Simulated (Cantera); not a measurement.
Input: 1 mol V₂O₅, 13 mol H₂, 0.77 mol N₂, equilibrated at 1.00 bar.

Cantera equilibrium calculation (NASA polynomials, part measured and part estimated; ideal gas, pure solids and liquids). Candidate condensed phases: H₂O, V, VN, VO, V₂O₃, V₂O₄, V₂O₅; 28 gas species. Condensed phases not in the tables: the oxides between V₂O₃ and V₂O₅ other than VO₂. Equilibrium is a limit: real reactors are often held back by kinetics, nucleation or transport. All values below are at 1425 K.

Base state: H₂ 0.799, H₂O 0.145, N₂ 0.0559, NH₃ 1.33e-5 (mole fractions); condensed: V₂O₃(s).

### Question
What changes in the equilibrium state with this change: V₂O₅ replaced by Fe₃O₄?

### Answer
| species | before | after |
|---|---|---|
| H₂ | 0.799 | 0.681 |
| H₂O | 0.145 | 0.263 |
| N₂ | 0.0559 | 0.0559 |
| NH₃ | 1.33e-5 | 1.04e-5 |
| V₂O₃(s), mol | 1.00 | 0 |
| Fe(γ), mol | 0 | 2.62 |
| FeO(s), mol | 0 | 0.377 |
Mutual solubility and eutectic melting of coexisting phases are not modelled. The tables' stoichiometric FeO is somewhat more stable than real wüstite, so its field is too wide. FeO: taken at fixed stoichiometry. Further candidate phases: Fe, FeO, Fe(OH)₂, Fe(OH)₃, Fe₂O₃, Fe₃O₄.
